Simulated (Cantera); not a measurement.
CsOH + H₂O (calcination and drying)

Feed: 1 mol CsOH, 4.6 mol H₂O, equilibrated at 10000 Pa.

Equilibrium computed with Cantera from the NASA thermochemical tables; the gas is ideal and each condensed phase is pure. Candidate condensed phases: Cs, CsOH, H₂O; 15 gas species. Equilibrium is a limit: real reactors are often held back by kinetics, nucleation or transport.

At 850 K the condensed part is CsOH(l). From 950 K to 2150 K nothing is condensed. The main Cs-bearing gas is Cs₂(OH)₂ at 850 K and CsOH at 2150 K.

```json
[
 {"T (K)": "850", "x H₂O": "0.947", "x CsOH": "0.0309", "x Cs₂(OH)₂": "0.0219", "x Cs": "2.60e-9", "x H₂": "1.52e-8", "x O₂": "8.18e-9", "x OH": "2.82e-10", "n CsOH(l)": "0.637"},
 {"T (K)": "950", "x H₂O": "0.844", "x CsOH": "0.127", "x Cs₂(OH)₂": "0.0281", "x Cs": "1.39e-7", "x H₂": "1.48e-7", "x O₂": "1.08e-7", "x OH": "5.68e-9", "n CsOH(l)": "0"},
 {"T (K)": "1050", "x H₂O": "0.826", "x CsOH": "0.168", "x Cs₂(OH)₂": "0.00598", "x Cs": "1.41e-6", "x H₂": "1.03e-6", "x O₂": "8.48e-7", "x OH": "6.68e-8", "n CsOH(l)": "0"},
 {"T (K)": "1150", "x H₂O": "0.822", "x CsOH": "0.176", "x Cs₂(OH)₂": "0.00118", "x Cs": "7.97e-6", "x H₂": "5.27e-6", "x O₂": "4.50e-6", "x OH": "5.11e-7", "n CsOH(l)": "0"},
 {"T (K)": "1250", "x H₂O": "0.822", "x CsOH": "0.178", "x Cs₂(OH)₂": "0.000281", "x Cs": "3.30e-5", "x H₂": "2.11e-5", "x O₂": "1.81e-5", "x OH": "2.82e-6", "n CsOH(l)": "0"},
 {"T (K)": "1350", "x H₂O": "0.821", "x CsOH": "0.178", "x Cs₂(OH)₂": "8.22e-5", "x Cs": "0.000110", "x H₂": "6.91e-5", "x O₂": "5.89e-5", "x OH": "1.21e-5", "n CsOH(l)": "0"},
 {"T (K)": "1450", "x H₂O": "0.821", "x CsOH": "0.178", "x Cs₂(OH)₂": "2.84e-5", "x Cs": "0.000307", "x H₂": "0.000193", "x O₂": "0.000163", "x OH": "4.24e-5", "n CsOH(l)": "0"},
 {"T (K)": "1550", "x H₂O": "0.821", "x CsOH": "0.178", "x Cs₂(OH)₂": "1.12e-5", "x Cs": "0.000752", "x H₂": "0.000473", "x O₂": "0.000393", "x OH": "0.000126", "n CsOH(l)": "0"},
 {"T (K)": "1650", "x H₂O": "0.820", "x CsOH": "0.177", "x Cs₂(OH)₂": "4.95e-6", "x Cs": "0.00164", "x H₂": "0.00104", "x O₂": "0.000850", "x OH": "0.000329", "n CsOH(l)": "0"},
 {"T (K)": "1750", "x H₂O": "0.818", "x CsOH": "0.175", "x Cs₂(OH)₂": "2.37e-6", "x Cs": "0.00327", "x H₂": "0.00211", "x O₂": "0.00168", "x OH": "0.000768", "n CsOH(l)": "0"},
 {"T (K)": "1850", "x H₂O": "0.814", "x CsOH": "0.171", "x Cs₂(OH)₂": "1.21e-6", "x Cs": "0.00598", "x H₂": "0.00394", "x O₂": "0.00306", "x OH": "0.00163", "n CsOH(l)": "0"},
 {"T (K)": "1950", "x H₂O": "0.808", "x CsOH": "0.166", "x Cs₂(OH)₂": "6.47e-7", "x Cs": "0.0102", "x H₂": "0.00692", "x O₂": "0.00522", "x OH": "0.00320", "n CsOH(l)": "0"},
 {"T (K)": "2050", "x H₂O": "0.798", "x CsOH": "0.159", "x Cs₂(OH)₂": "3.54e-7", "x Cs": "0.0162", "x H₂": "0.0115", "x O₂": "0.00838", "x OH": "0.00583", "n CsOH(l)": "0"},
 {"T (K)": "2150", "x H₂O": "0.784", "x CsOH": "0.149", "x Cs₂(OH)₂": "1.96e-7", "x Cs": "0.0243", "x H₂": "0.0182", "x O₂": "0.0127", "x OH": "0.0100", "n CsOH(l)": "0"}
]
```
x: gas mole fraction; n: condensed amount in mol.
